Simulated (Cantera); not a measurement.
Input: 1 mol Si₂Cl₆, a varied amount of NH₃, 0.47 mol H₂, at 0.133 bar.

Method: chemical equilibrium by Gibbs-energy minimisation in Cantera with the NASA 1993 tables (ideal gas, pure condensed phases). Candidate condensed phases: NH₄Cl, Si, Si₃N₄; 28 gas species. The feed counts by its element totals alone. Mutual solubility and eutectic melting of coexisting phases are not modelled. The tables' values for SiCl₃ are old estimates. The numbers say what is thermodynamically allowed, not how fast it happens.

What condenses at these points (T in °C, n(NH₃) in mol): (1402, 25); (1202, 25); (1602, 12); (1702, 14); (1502, 8.1); (602, 7)?


```csv
T (°C),n(NH₃) in mol,condensed phases,Si condensed (%)
1402,25,Si₃N₄,83.6
1202,25,Si₃N₄,98.0
1602,12,Si + Si₃N₄,25.0
1702,14,Si,31.4
1502,8.1,Si₃N₄,35.0
602,7,Si₃N₄,82.2
```
